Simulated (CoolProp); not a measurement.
The numbers come from the reference Helmholtz-energy equation of state, Jacobsen 1992 in CoolProp.

### Question
For R11, give the phase and the speed of sound (m/s), viscosity (µPa s), conductivity (mW/(m K)), fugacity coefficient at 500 K and 61.4 bar.

### Answer
- 500 K and 61.4 bar: supercritical; speed of sound 116, viscosity 39.0, conductivity 33.5, fugacity coefficient 0.625

Viscosity comes from a separate model (Klein 1997), an estimate that may be off by 10 % or more. Thermal conductivity comes from a separate model (McLinden 2000), an estimate that may be off by 10 % or more.
